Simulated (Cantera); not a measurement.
Input (Python, Cantera):

```python
import numpy as np
import cantera as ct

gas = ct.Solution("h2o2.yaml")
gas.TPX = 998, 1333, {'H2': 0.023, 'O2': 1}
reactor = ct.IdealGasConstPressureReactor(gas, energy="off", clone=False)
net = ct.ReactorNet([reactor])
net.rtol, net.atol = 1e-08, 1e-18
show = ['H2', 'O2', 'H2O', 'OH', 'O']
times = np.geomspace(0.0002, 100, 12)

steps = ct.SolutionArray(gas, extra=["t"])
rows = []
print(f"{'t/s':>10s}{'T/K':>9s}{'P/Pa':>11s}" + "".join(f"{s:>11s}" for s in show))
for t in times:
    while net.time < t:
        t_next = net.step()
        steps.append(gas.state, t=t_next)
    rows.append([np.interp(t, steps.t, y) for y in (steps.T, steps.P, *steps(*show).X.T)])
    print(f"{t:10.3e}{rows[-1][0]:9.1f}{rows[-1][1]:11.4g}" + "".join(f"{x:11.3e}" for x in rows[-1][2:]))
rate = np.gradient(steps.T, steps.t)
print("integrator steps:", len(steps.t))
if steps.T.max() > steps.T[0] + 200:
    print(f"time of steepest temperature rise: {steps.t[rate.argmax()]:.4e} s")
gas.TPX = 998, 1333, {'H2': 0.023, 'O2': 1}
gas.equilibrate("TP")
print(f"equilibrium (TP): T = {gas.T:.1f} K  " + "  ".join(f"{s} {gas[s].X[0]:.3e}" for s in show))
```

Result:

```
       t/s      T/K       P/Pa         H2         O2        H2O         OH          O
 2.000e-04    998.0       1333  2.248e-02  9.775e-01  5.945e-12  1.669e-11  2.043e-11
 6.594e-04    998.0       1333  2.248e-02  9.775e-01  1.255e-10  1.052e-10  1.714e-10
 2.174e-03    998.0       1333  2.248e-02  9.775e-01  5.106e-09  2.083e-09  4.084e-09
 7.166e-03    998.0       1333  2.244e-02  9.775e-01  3.433e-05  1.277e-05  2.537e-05
 2.363e-02    998.0       1333  2.764e-04  9.671e-01  2.104e-02  7.583e-04  9.057e-03
 7.789e-02    998.0       1333  5.395e-05  9.744e-01  2.237e-02  3.316e-04  2.583e-03
 2.568e-01    998.0       1333  7.154e-06  9.768e-01  2.266e-02  1.212e-04  3.667e-04
 8.465e-01    998.0       1333  7.243e-07  9.772e-01  2.272e-02  4.062e-05  4.078e-05
 2.791e+00    998.0       1333  8.242e-08  9.772e-01  2.273e-02  1.455e-05  5.151e-06
 9.201e+00    998.0       1333  1.252e-08  9.773e-01  2.274e-02  5.951e-06  8.582e-07
 3.033e+01    998.0       1333  2.500e-09  9.773e-01  2.274e-02  2.739e-06  1.821e-07
 1.000e+02    998.0       1333  5.987e-10  9.773e-01  2.274e-02  1.362e-06  4.515e-08
integrator steps: 2001
equilibrium (TP): T = 998.0 K  H2 1.651e-11  O2 9.773e-01  H2O 2.274e-02  OH 2.286e-07  O 1.275e-09
```

Model: the H2/O2 subset of GRI-Mech 3.0, which has no nitrogen chemistry, integrated in Cantera. Radical loss at walls, strong at low pressure, is not modelled.
